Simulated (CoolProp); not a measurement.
Vapour-liquid equilibrium of benzene (1) + ethylbenzene (2) at 0.0139 MPa; x and y are mole fractions of (1).

The numbers come from the multi-fluid Helmholtz-energy mixture model, Thol 2012 and Zhou 2012; pair parameters Bell 2016 in CoolProp.

Q: Give the bubble temperature and the first vapour's composition at x = 0.5, 0.65, 0.95. Is there an azeotrope?

A: x = 0.5: 42.2 °C, y = 0.889; x = 0.65: 36.4 °C, y = 0.945; x = 0.95: 28.0 °C, y = 0.996. No azeotrope shows between x = 0.05 and 0.95.

Pair parameters are fitted to limited data, so mixtures are less certain than the pure fluids.
